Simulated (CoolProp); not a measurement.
Computed with CoolProp (reference Helmholtz-energy equation of state, Setzmann 1991).

Q: Give the vapour pressure (MPa), vapour density (kg/m³), surface tension (mN/m), liquid viscosity (µPa s) of saturated methane at 110.8, 143, 156.7 K.

A: 
```csv
T (K),p (MPa),vapour density (kg/m³),surface tension (mN/m),liquid viscosity (µPa s)
110.8,0.0943,1.70,13.1,119
143,0.746,11.8,7.02,64.7
156.7,1.39,22.0,4.64,51.0
```

Viscosity comes from a separate model (Quiñones-Cisneros 2006). Surface tension comes from a separate correlation (Mulero 2012).
